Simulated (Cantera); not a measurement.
Input: 1 mol Si, 6.1 mol Br2, at 577 °C and 9.10 mbar.

Equilibrium computed with Cantera from the NASA thermochemical tables; the gas is ideal and each condensed phase is pure. Candidate condensed phases: Br2, Si; 9 gas species. The numbers say what is thermodynamically allowed, not how fast it happens.

Base state: Br2 0.798, SiBr4 0.195, Br 0.00673 (mole fractions); condensed: gas only.

What changes in the equilibrium state with this change: temperature from 577 °C to 300 °C?


| species | before | after |
|---|---|---|
| Br2 | 0.798 | 0.804 |
| SiBr4 | 0.195 | 0.196 |
| Br | 0.00673 | 8.68e-6 |

What changes in the equilibrium state with this change: temperature from 577 °C to 252 °C?


```
species   before    after
-------  -------  -------
Br2        0.798    0.804
SiBr4      0.195    0.196
Br       0.00673  1.35e-6
```

What changes in the equilibrium state with this change: 0.42 mol H2O added?


```csv
species,before,after
Br2,0.798,0.710
HBr,0,0.146
SiBr4,0.195,0.137
Br,0.00673,0.00635
"SiO2(β-quartz), mol",0,0.210
```
Further candidate phases: H2O, SiO2.
